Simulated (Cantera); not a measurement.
Thermodynamics of silicon oxide and oxynitride deposition, feed TEOS + CO₂

A closed system holds: 1 mol TEOS, a varied amount of CO₂, at 1298.15 K and 0.180 Torr.

Cantera equilibrium calculation (NASA polynomials, part measured and part estimated; ideal gas, pure solids and liquids). Candidate condensed phases: C, C₆H₆, C₇H₈, C₈H₁₈, H₂O, Si, SiC, SiO₂; 123 gas species. The feed counts by its element totals alone. Mutual solubility and eutectic melting of coexisting phases are not modelled. The tables hold silica as quartz up to 1696 K and as liquid above; real silica turns to tridymite and cristobalite and melts near 1996 K. The numbers say what is thermodynamically allowed, not how fast it happens.

From 0.53 mol CO₂ to 2.1 mol CO₂ the condensed part is C(graphite) + SiC(s). From 3.4 mol CO₂ to 5.3 mol CO₂ the condensed part is SiC(s) + SiO₂(β-quartz). From 8.4 mol CO₂ to 21 mol CO₂ the condensed part is SiO₂(β-quartz).

```
n(CO₂) (mol)   x H₂   x CO    x CO₂    x H₂O     x SiO      x H     x CH₄  x C₂H₂ (acetylene)  n C(graphite)  n SiC(s)  n SiO₂(β-quartz)
------------  -----  -----  -------  -------  --------  -------  --------  ------------------  -------------  --------  ----------------
0.53          0.664  0.336  1.43e-7  4.97e-7  0.000247  5.65e-5   8.42e-7             3.71e-7           2.48     0.996                 0
0.84          0.638  0.362  1.66e-7  5.14e-7  0.000266  5.54e-5   7.77e-7             3.57e-7           2.17     0.996                 0
1.3           0.602  0.397  2.00e-7  5.33e-7  0.000292  5.38e-5   6.93e-7             3.37e-7           1.71     0.995                 0
2.1           0.549  0.450  2.57e-7  5.51e-7  0.000331  5.14e-5   5.77e-7             3.07e-7          0.912     0.994                 0
3.4           0.485  0.512  8.88e-7  1.48e-6   0.00268  4.83e-5   1.69e-7             3.81e-8              0     0.848            0.0965
5.3           0.432  0.565  1.01e-6  1.36e-6   0.00259  4.56e-5   1.43e-7             3.87e-8              0     0.213             0.727
8.4           0.333  0.576   0.0451   0.0458   5.93e-8  4.00e-5  1.98e-12              <1e-12              0         0             1.000
13            0.227  0.547    0.131   0.0953   1.95e-8  3.31e-5    <1e-12              <1e-12              0         0             1.000
21            0.132  0.483    0.260    0.125   8.64e-9  2.52e-5    <1e-12              <1e-12              0         0              1.00
```
x: gas mole fraction; n: condensed amount in mol.
